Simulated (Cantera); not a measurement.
A perfectly stirred reactor is fed with C3H8 : O2 : N2 = 1 : 3.57 : 13.4 (molar parts), at 9.38 atm; it is adiabatic with a 550 K inlet, and is followed from long to short residence time, starting on the burning branch (τ in s: 0.044, 0.021, 0.01, 0.0048, 0.0023, 0.0011, 0.00052, 0.00025, 0.00012, 5.6e-05, 2.7e-05).

Cantera simulation using GRI-Mech 3.0 (53 species, 325 reactions); the numbers are that mechanism's predictions, not measurements. GRI-Mech 3.0 was tuned for natural gas; its chemistry of propane as a main component is partial and can be far from experiment.

Question: Predict: blow-out, bracketed by the residence times tried; x(C3H8) at τ = 44.0 ms; x(O2) at τ = 44.0 ms; x(CH2O) at τ = 44.0 ms; x(CH3) at τ = 44.0 ms; x(CO2) at τ = 44.0 ms; x(C3H8) at τ = 1.10 ms; x(O2) at τ = 1.10 ms; x(CH2O) at τ = 1.10 ms; x(CH3) at τ = 1.10 ms; x(CO2) at τ = 1.10 ms.

Answer: 
| Item | Value |
|---|---|
| blow-out, bracketed by the residence times tried | burning at 56.0 µs, out at 27.0 µs |
| x(C3H8) at τ = 44.0 ms | 1.48e-7 |
| x(O2) at τ = 44.0 ms | 3.89e-5 |
| x(CH2O) at τ = 44.0 ms | 7.64e-7 |
| x(CH3) at τ = 44.0 ms | 1.23e-5 |
| x(CO2) at τ = 44.0 ms | 0.0543 |
| x(C3H8) at τ = 1.10 ms | 4.49e-6 |
| x(O2) at τ = 1.10 ms | 0.000775 |
| x(CH2O) at τ = 1.10 ms | 1.40e-5 |
| x(CH3) at τ = 1.10 ms | 0.000180 |
| x(CO2) at τ = 1.10 ms | 0.0545 |
